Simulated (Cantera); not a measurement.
What does this Cantera script print?

```python
import numpy as np
import cantera as ct

gas = ct.Solution("gri30.yaml")
gas.TPX = 1100, 2400000, {'CH4': 1, 'CO': 0.17, 'O2': 4.53, 'N2': 17}
reactor = ct.IdealGasReactor(gas, energy="on", clone=False)
net = ct.ReactorNet([reactor])
net.rtol, net.atol = 1e-08, 1e-16
show = ['CH4', 'CO', 'O2', 'CH2O', 'C2H6', 'CH3', 'H2']
times = np.geomspace(5e-06, 4, 15)

steps = ct.SolutionArray(gas, extra=["t"])
rows = []
print(f"{'t/s':>10s}{'T/K':>9s}{'P/Pa':>11s}" + "".join(f"{s:>11s}" for s in show))
for t in times:
    while net.time < t:
        t_next = net.step()
        steps.append(gas.state, t=t_next)
    rows.append([np.interp(t, steps.t, y) for y in (steps.T, steps.P, *steps(*show).X.T)])
    print(f"{t:10.3e}{rows[-1][0]:9.1f}{rows[-1][1]:11.4g}" + "".join(f"{x:11.3e}" for x in rows[-1][2:]))
rate = np.gradient(steps.T, steps.t)
print("integrator steps:", len(steps.t))
if steps.T.max() > steps.T[0] + 200:
    print(f"time of steepest temperature rise: {steps.t[rate.argmax()]:.4e} s")
gas.TPX = 1100, 2400000, {'CH4': 1, 'CO': 0.17, 'O2': 4.53, 'N2': 17}
gas.equilibrate("UV")
print(f"equilibrium (UV): T = {gas.T:.1f} K  " + "  ".join(f"{s} {gas[s].X[0]:.3e}" for s in show))
```

Output:

```
       t/s      T/K       P/Pa        CH4         CO         O2       CH2O       C2H6        CH3         H2
 5.000e-06   1100.0    2.4e+06  4.405e-02  7.489e-03  1.996e-01  2.933e-10  4.048e-13  9.296e-09  4.940e-12
 1.320e-05   1100.0    2.4e+06  4.405e-02  7.489e-03  1.996e-01  2.120e-09  7.916e-12  2.542e-08  2.465e-11
 3.486e-05   1100.0    2.4e+06  4.405e-02  7.489e-03  1.996e-01  1.576e-08  1.630e-10  7.228e-08  1.563e-10
 9.203e-05   1100.0    2.4e+06  4.405e-02  7.489e-03  1.996e-01  1.267e-07  3.863e-09  2.226e-07  1.261e-09
 2.430e-04   1100.0    2.4e+06  4.405e-02  7.489e-03  1.996e-01  1.109e-06  1.014e-07  6.908e-07  1.275e-08
 6.415e-04   1100.1    2.4e+06  4.404e-02  7.488e-03  1.995e-01  7.804e-06  1.423e-06  1.294e-06  1.163e-07
 1.694e-03   1100.5  2.401e+06  4.399e-02  7.485e-03  1.995e-01  3.711e-05  8.606e-06  1.788e-06  7.657e-07
 4.472e-03   1104.7   2.41e+06  4.359e-02  7.498e-03  1.991e-01  2.538e-04  6.536e-05  3.949e-06  1.029e-05
 1.181e-02   2333.1  5.076e+06  4.310e-20  3.200e-04  1.046e-01  6.194e-13  7.047e-37  1.328e-19  9.510e-05
 3.118e-02   2319.5  5.046e+06  3.465e-20  2.988e-04  1.021e-01  5.413e-13  4.719e-37  1.033e-19  8.951e-05
 8.231e-02   2318.6  5.044e+06  3.416e-20  2.975e-04  1.019e-01  5.366e-13  4.597e-37  1.016e-19  8.916e-05
 2.173e-01   2318.6  5.044e+06  3.416e-20  2.975e-04  1.019e-01  5.365e-13  4.597e-37  1.016e-19  8.916e-05
 5.738e-01   2318.6  5.044e+06  3.416e-20  2.975e-04  1.019e-01  5.365e-13  4.597e-37  1.016e-19  8.916e-05
 1.515e+00   2318.6  5.044e+06  3.416e-20  2.975e-04  1.019e-01  5.365e-13  4.597e-37  1.016e-19  8.916e-05
 4.000e+00   2318.6  5.044e+06  3.416e-20  2.975e-04  1.019e-01  5.365e-13  4.597e-37  1.016e-19  8.916e-05
integrator steps: 2303
time of steepest temperature rise: 6.7254e-03 s
equilibrium (UV): T = 2318.6 K  CH4 4.958e-20  CO 2.975e-04  O2 1.019e-01  CH2O 5.365e-13  C2H6 7.137e-37  CH3 1.475e-19  H2 8.916e-05
```

Computed with Cantera and GRI-Mech 3.0 (53 species, 325 reactions). The pressure lies above the range GRI-Mech 3.0 was tuned for (to about 10 atm).
